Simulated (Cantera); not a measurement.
Cantera run, input and output.

```python
import numpy as np
import cantera as ct

gas = ct.Solution("gri30.yaml")
gas.TPX = 1650, 13332, {'C2H6': 1, 'N2': 6.2}
inlet = ct.Reservoir(gas, clone=True)

reactor = ct.IdealGasConstPressureReactor(gas, energy="off", clone=False)
exhaust = ct.Reservoir(gas, clone=True)
tau = [4.7, 2.2, 1.1, 0.52, 0.25, 0.12, 0.059, 0.028, 0.014, 0.0066][0]
for a, b in ((inlet, reactor), (reactor, exhaust)):
    ct.MassFlowController(a, b, mdot=lambda t: reactor.mass / tau)
net = ct.ReactorNet([reactor])
show = ['C2H6', 'H', 'CH3', 'C2H4', 'CH4', 'HCN', 'C2H']

rows = []
print(f"{'tau/s':>10s}{'T/K':>9s}" + "".join(f"{s:>11s}" for s in show))
for tau in [4.7, 2.2, 1.1, 0.52, 0.25, 0.12, 0.059, 0.028, 0.014, 0.0066]:
    net.initial_time = 0.0
    net.advance(30 * tau)
    before = gas.X
    net.advance(40 * tau)
    drift = np.max(np.abs(gas.X - before) / (gas.X + 1e-9))
    rows.append([gas.T, *gas[show].X, drift])
    print(f"{tau:10.3e}{gas.T:9.1f}" + "".join(f"{x:11.3e}" for x in gas[show].X))
```

It prints:

```
     tau/s      T/K       C2H6          H        CH3       C2H4        CH4        HCN        C2H
 4.700e+00   1650.0  7.855e-06  1.512e-04  1.320e-04  2.592e-04  8.851e-03  6.280e-06  3.365e-07
 2.200e+00   1650.0  1.556e-05  1.687e-04  1.869e-04  3.017e-04  1.107e-02  5.298e-06  3.776e-07
 1.100e+00   1650.0  2.873e-05  1.892e-04  2.563e-04  3.738e-04  1.333e-02  4.681e-06  4.260e-07
 5.200e-01   1650.0  5.528e-05  2.159e-04  3.601e-04  5.152e-04  1.610e-02  4.152e-06  4.893e-07
 2.500e-01   1650.0  1.045e-04  2.455e-04  5.024e-04  7.668e-04  1.928e-02  3.675e-06  5.606e-07
 1.200e-01   1650.0  1.980e-04  2.773e-04  7.014e-04  1.222e-03  2.308e-02  3.190e-06  6.389e-07
 5.900e-02   1650.0  3.684e-04  3.092e-04  9.677e-04  2.002e-03  2.740e-02  2.714e-06  7.190e-07
 2.800e-02   1650.0  7.095e-04  3.431e-04  1.354e-03  3.444e-03  3.256e-02  2.229e-06  8.054e-07
 1.400e-02   1650.0  1.309e-03  3.744e-04  1.844e-03  5.730e-03  3.769e-02  1.815e-06  8.839e-07
 6.600e-03   1650.0  2.549e-03  4.067e-04  2.572e-03  9.826e-03  4.305e-02  1.426e-06  9.578e-07
```

Detailed kinetics in Cantera: GRI-Mech 3.0 (53 species, 325 reactions). GRI-Mech 3.0 stops at C3 and has no aromatics, soot or wall deposition, so with more carbon than oxygen in the feed, carbon stays in small species such as C2H2 where larger ones or solid carbon would form.
